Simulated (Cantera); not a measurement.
Input (Python, Cantera) and output of one run.

```python
import numpy as np
import cantera as ct

gas_names = [...]  # 45 gases of nasa_gas.yaml made of Cu, F, H, N, O
cond_names = """
    Cu(cr) Cu(L) CuF2(s) CuF2(L) CuO(s) CuO2H2(s) Cu2O(s) Cu2O(L) H2O(s) H2O(L)
""".split()


# ... load() reads the species with a 1 bar reference pressure and builds the phases ...
atoms = {
    'CuO': {'Cu': 1, 'O': 1},
    'HF': {'H': 1, 'F': 1},
    'N2': {'N': 2},
}
top_T = {'CuO(s)': 1390}  # K; cautious upper limits of use, not melting points


# ... equilibrate(T, P, feed) seeds the gas with the atoms and calls Mixture.equilibrate('TP', solver="vcs", rtol=1e-11, max_steps=5000) ...
results = []
feed = {'CuO': 1, 'HF': 27, 'N2': 31}  # mol
T = 898  # K
P = 100000  # Pa
mix = equilibrate(T, P, feed)
results.append((T, P, feed, dict(zip(mix.species_names, mix.species_moles))))
print(gas.report(threshold=0.0001))
for i in range(1, mix.n_phases):
    print(f"{mix.phase(i).name:16s} {mix.phase_moles(i):12.5e} mol")
```

It prints:

```
       temperature   898 K
          pressure   1e+05 Pa
           density   0.32539 kg/m^3
  mean mol. weight   24.295 kg/kmol
   phase of matter   gas

                          1 kg             1 kmol
                     ---------------   ---------------
          enthalpy       -4.4585e+06       -1.0832e+08  J
   internal energy       -4.7658e+06       -1.1579e+08  J
           entropy            9139.9        2.2205e+05  J/K
    Gibbs function       -1.2666e+07       -3.0772e+08  J
 heat capacity c_p            1279.5             31086  J/K
 heat capacity c_v            937.27             22771  J/K

                      mass frac. Y      mole frac. X     chem. pot. / RT
                     ---------------   ---------------   ---------------
                HF           0.37866           0.45983           -59.707
               H2O          0.002737         0.0036912           -62.529
                N2           0.61858           0.53646           -25.215
     [  +42 minor]        2.6644e-05        1.6207e-05

Cu(cr)            0.00000e+00 mol
CuF2(s)           2.13274e-01 mol
CuO(s)            7.85932e-01 mol
CuO2H2(s)         0.00000e+00 mol
Cu2O(s)           3.84180e-04 mol
```

Method: chemical equilibrium by Gibbs-energy minimisation in Cantera with the NASA 1993 tables (ideal gas, pure condensed phases).
